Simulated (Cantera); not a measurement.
An adiabatic, constant-volume homogeneous reactor starts with 8.23 % CH3OH, 19.3 % O2, 72.5 % N2, equivalence ratio 0.64, at 1375 K and 21800 Torr.

Computed with Cantera and GRI-Mech 3.0 (53 species, 325 reactions). GRI-Mech 3.0 was tuned for natural gas; its chemistry of methanol as a main component is partial and can be far from experiment. The pressure lies above the range GRI-Mech 3.0 was tuned for (to about 10 atm).

Predict: time of steepest temperature rise; temperature at 2.00 s; equilibrium temperature; x(O2) at 2.00 s; x(H2O) at 2.00 s; x(CO2) at 2.00 s.


- time of steepest temperature rise: 61.0 µs
- temperature at 2.00 s: 2842 K
- equilibrium temperature: 2842 K
- x(O2) at 2.00 s: 0.0570 (gas-phase equilibrium 0.0570)
- x(H2O) at 2.00 s: 0.149 (gas-phase equilibrium 0.149)
- x(CO2) at 2.00 s: 0.0715 (gas-phase equilibrium 0.0715)
